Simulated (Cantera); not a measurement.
An adiabatic, constant-pressure homogeneous reactor starts with 3.59 % CH4, 0.111 % C2H6, 5.02 % C3H8, 19.2 % O2, 72.1 % N2, equivalence ratio 1.7, at 1225 K and 0.680 bar.

Computed with Cantera and GRI-Mech 3.0 (53 species, 325 reactions). GRI-Mech 3.0 was tuned for natural gas; its chemistry of propane as a main component is partial and can be far from experiment.

One state of this run: T (K) = 1229; x CH4 = 0.0364; x C2H6 = 0.00235; x C3H8 = 0.0434; x NO = <1e-12; x OH = 5.81e-7; x H2O2 = 1.86e-5. x: mole fraction; the columns are a selection and need not sum to one.

**Question.** Which value of t (s) does it belong to?
(A) 0.176
(B) 0.0216
(C) 0.00267
(D) 1.42e-5

**Answer.** C, 0.00267
